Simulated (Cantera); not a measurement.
**Thermodynamics of fluorocarbon and chlorocarbon gases, feed CF4 + F2 + H2**

Input: 1 mol CF4, 0.34 mol F2, 14 mol H2, at 1675 °C and 3.10 mbar.

These are equilibrium values from Cantera (NASA tables, ideal gas, pure condensed phases), not measurements of a reactor. Candidate condensed phases: C, C6H6, C7H8, C8H18; 95 gas species. The numbers say what is thermodynamically allowed, not how fast it happens.

```
Item                    Result
-------------------  ---------
x(H2)                    0.699
x(HF)                    0.284
x(H)                    0.0170
x(C2H2 (acetylene))   0.000377
x(F)                   2.28e-6
n(C(graphite))       0.988 mol
gas amount           16.48 mol
```
